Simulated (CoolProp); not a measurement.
R1336mzz(Z) along the isobar 1.27 MPa: Z from the reference equation and from simpler models built on Tc = 171.3 °C, pc = 2.904 MPa, ω = 0.386; each cubic takes its own stable root.

Computed with CoolProp (reference Helmholtz-energy equation of state, McLinden 2020).

```tsv
T (°C)	phase	reference
125.05	liquid	0.06060
139.65	gas	0.7486
154.15	gas	0.7887
168.65	gas	0.8192
183.25	gas	0.8437
197.75	gas	0.8635
212.35	gas	0.8803
226.85	gas	0.8944
```

**Question.** How far does each simpler model (van der Waals, Soave-Redlich-Kwong, Peng-Robinson) lie from the reference over these 8 states: mean and median of the absolute difference, and the worst?

**Answer.** 
- van der Waals: mean 154.0 %, median 3.0 %, worst +1209.6 % at 125.05 °C and 1.27 MPa
- Soave-Redlich-Kwong: mean 4.0 %, median 1.0 %, worst +23.8 % at 125.05 °C and 1.27 MPa
- Peng-Robinson: mean 1.8 %, median 0.9 %, worst +9.2 % at 125.05 °C and 1.27 MPa

At some of these states van der Waals gives the other phase, because its saturation line lies elsewhere.
